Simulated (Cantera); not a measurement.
Input: 1 mol Nb2O5, 6.3 mol H2, 5.4 mol H2O, held at 1623 K and 10000 Pa.

Equilibrium computed with Cantera from the NASA thermochemical tables; the gas is ideal and each condensed phase is pure. Candidate condensed phases: H2O, Nb, NbO, NbO2, Nb2O5; 12 gas species. Condensed phases not in the tables: the oxides between NbO2 and Nb2O5. The numbers say what is thermodynamically allowed, not how fast it happens.

Base state: H2 0.538, H2O 0.461, H 0.000160 (mole fractions); condensed: Nb2O5(s).

**Question.** What changes in the equilibrium state with this change: temperature from 1623 K to 2223.15 K?

**Answer.** 
| species | before | after |
|---|---|---|
| H2 | 0.538 | 0.527 |
| H2O | 0.461 | 0.456 |
| H | 0.000160 | 0.0147 |
| NbO2 | 7.67e-9 | 0.000455 |
| O | 1.41e-9 | 3.56e-5 |
| O2 | <1e-9 | 1.30e-5 |
| OH | 5.76e-6 | 0.00184 |
| Nb2O5(s), mol | 1.00 | 0 |
| Nb2O5(l), mol | 0 | 0.997 |
